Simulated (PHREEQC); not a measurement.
Make-up at 20 °C: 0.094 mol/kgw NaH2PO4, 0.14 mol/kgw H2SO4 and 0.00084 mol/kgw NiSO4. Closed to the air; pH follows from the charge balance.

Equilibrium calculation in PHREEQC: ion-association model, wateq4f.dat.

Precipitation was switched off in this run.

Task: Estimate the pH.

Result: pH 1.11.

Task: In which forms is Na present?

Result: Na+ 95 %, NaSO4- 4.8 % of the Na.

Complexes and solids missing from the database can't appear. H3PO4, which wateq4f.dat lacks, is added to it with the constant of phreeqc.dat. The database has no phosphate complexes of Ni.
